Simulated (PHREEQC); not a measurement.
Model water analysis in mg/kgw, 25 °C, pH 6.42, pe 2.7: Na 0.00379; K 0.00313; Ca 0.0162; Mg 0.00419; Cl 0.00987; S(6) as SO4 0.0122; Alkalinity as HCO3 0.0495; N(-3) as NH4 1.23e-05; Li 0.000104; Br 0.00305.

Valence states are taken as typed.

All values are PHREEQC results (ion-association model, phreeqc.dat), not measurements.

Precipitation was switched off in this run.

Q: Predict the ionic strength.

A: ionic strength 2.48e-6 mol/kgw.

Q: In which forms is C present?

A: HCO3- 54 %, CO2 46 % of the C.
